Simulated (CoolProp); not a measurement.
A Linde-Hampson liquefier for methane: isothermal reversible compression at 250 K from 1 atm to 15 MPa, throttling to 1 atm, return gas leaving the recuperator 2 K below the feed. Each further row changes one setting.

Values from CoolProp's reference Helmholtz-energy equation of state, Setzmann 1991.

```json
[
 {"case": "as stated", "liquid yield per pass": "___", "compression work (kJ/kg of gas)": "588"},
 {"case": "high pressure 30 MPa", "liquid yield per pass": "___", "compression work (kJ/kg of gas)": "___"},
 {"case": "warm-end temperature 280 K", "liquid yield per pass": "0.192", "compression work (kJ/kg of gas)": "___"},
 {"case": "warm-end gap 7 K", "liquid yield per pass": "___", "compression work (kJ/kg of gas)": "588"}
]
```

### Question
Some entries are withheld; supply them.

### Answer

- as stated, liquid yield per pass: 0.281
- high pressure 30 MPa, liquid yield per pass: 0.349
- high pressure 30 MPa, compression work (kJ/kg of gas): 653
- warm-end temperature 280 K, compression work (kJ/kg of gas): 682
- warm-end gap 7 K, liquid yield per pass: 0.271
